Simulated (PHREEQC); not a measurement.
Consider water at 82 °C with 0.046 mol HF and 0.0024 mol (NH4)2SiF6 per kg of water. Closed to the air; pH follows from the charge balance.

All values are PHREEQC results (ion-association model, wateq4f.dat), not measurements.

No solid was allowed to form.

Task: Order these F species by the share of F that they hold, largest first: F-, SiF6-2, H2F2, HF2-, HF.

Result: HF (68 %), SiF6-2 (24 %), F- (5.1 %), HF2- (1.8 %), H2F2 (1.5 %)

The pH is 2.49 and the ionic strength 0.0108 mol/kgw. Away from 25 °C the constants follow the database's enthalpies or fits; those with neither stay at their 25 °C values. SiF6-2 is the database's only silicon fluoride.
